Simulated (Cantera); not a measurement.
Input: 1 mol Si3N4, 0.68 mol H2O, 1.4 mol N2, 0.78 mol N2O, equilibrated at 0.00480 bar.

Method: chemical equilibrium by Gibbs-energy minimisation in Cantera with the NASA 1993 tables (ideal gas, pure condensed phases). Candidate condensed phases: H2O, Si, SiO2, Si2N2O, Si3N4; 35 gas species. Mutual solubility and eutectic melting of coexisting phases are not modelled. Gases not in the tables: Si2H6 and higher silanes. The numbers say what is thermodynamically allowed, not how fast it happens.

Q: What share of the Si ends up in condensed phases as a function of T (K), at 1323, 1423, 1523, 1623, 1723, 1823, 1923, 2023, 2123?

A: 
```tsv
T (K)	Si condensed (%)	as
1323	100.0	Si2N2O(s) + Si3N4(s)
1423	100.0	Si2N2O(s) + Si3N4(s)
1523	100.0	Si2N2O(s) + Si3N4(s)
1623	99.8	Si2N2O(s) + Si3N4(s)
1723	98.1	Si2N2O(s) + Si3N4(s)
1823	51.1	Si(l)
1923	50.5	Si(l)
2023	48.6	Si(l)
2123	42.9	Si(l)
```
